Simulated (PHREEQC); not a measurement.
Solution (25 °C): 0.0022 mol K3PO4 per kg of water. Closed to the air; pH follows from the charge balance.

The numbers come from PHREEQC with the ion-association model, wateq4f.dat.

Each row changes one thing in this solution. This is a speciation only: nothing precipitates in the calculation.

```tsv
case	pH	ionic strength (mol/kgw)
as made	11.24	0.00927
K3PO4 replaced by KHF2 at the same molality	___	0.00267
diluted 10-fold with water	10.32	0.000884
temperature from 25 to 85 °C	___	0.00882
diluted 100-fold with water	9.34	8.79e-5
temperature from 25 to 20 °C	___	0.00939
temperature from 25 to 90 °C	9.72	0.00881
diluted 5-fold with water	10.61	0.00178
```

Q: Complete the blanks.

A: 
- K3PO4 replaced by KHF2 at the same molality, pH: 3.35
- temperature from 25 to 85 °C, pH: 9.81
- temperature from 25 to 20 °C, pH: 11.40

Species that the database lacks are ignored. H3PO4, which wateq4f.dat lacks, is added to it with the constant of phreeqc.dat. Constants without temperature data keep their 25 °C values here.
